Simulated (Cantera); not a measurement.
Ignition delay

Mixture: 4.02 % CH4, 0.724 % CO, 20.0 % O2, 75.2 % N2, equivalence ratio 0.42, at 2.20 bar, adiabatic and at constant pressure. Ignition delay is the time to a rise of 400 K.

Cantera simulation using GRI-Mech 3.0 (53 species, 325 reactions); the numbers are that mechanism's predictions, not measurements.

```tsv
T0 (K)	delay (ms)
1075	99.6
1175	21.4
1275	5.49
1375	1.66
1475	0.589
1575	0.245
1675	0.117
1775	0.0621
```

```yaml
apparent activation energy between 1575 and 1775 K: 160 kJ/mol
```
